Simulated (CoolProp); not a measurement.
Vapour-liquid equilibrium of R227EA (1) + isobutane (2) at 0.0313 MPa; x and y are mole fractions of (1).

Computed with CoolProp (multi-fluid Helmholtz-energy mixture model, Lemmon 2016 and Bücker 2006; pair parameters Bell 2016).

| x | bubble temperature, mixture model (K) | bubble temperature, Raoult's law (K) | y, mixture model | y, Raoult's law |
|---|---|---|---|---|
| 0.05 | … | 234.7 | … | 0.056 |
| 0.2 | 225.2 | 234.4 | 0.469 | 0.219 |
| 0.35 | 224.6 | 234.0 | … | 0.377 |
| 0.5 | 224.6 | 233.7 | 0.507 | 0.529 |
| 0.65 | 224.7 | 233.4 | … | 0.675 |
| 0.8 | … | 233.1 | … | 0.817 |
| 0.95 | 229.5 | 232.8 | 0.804 | 0.955 |

Question: Complete the blanks.

Answer: 
- 0.05, bubble temperature, mixture model (K): 229.9
- 0.05, y, mixture model: 0.256
- 0.35, y, mixture model: 0.503
- 0.65, y, mixture model: 0.517
- 0.8, bubble temperature, mixture model (K): 225.5
- 0.8, y, mixture model: 0.574

The largest gap from Raoult's law is -9.4 K in bubble temperature, at x = 0.35. y crosses x between x = 0.5 and 0.65: the model has an azeotrope there.

Pair parameters are fitted to limited data, so mixtures are less certain than the pure fluids.
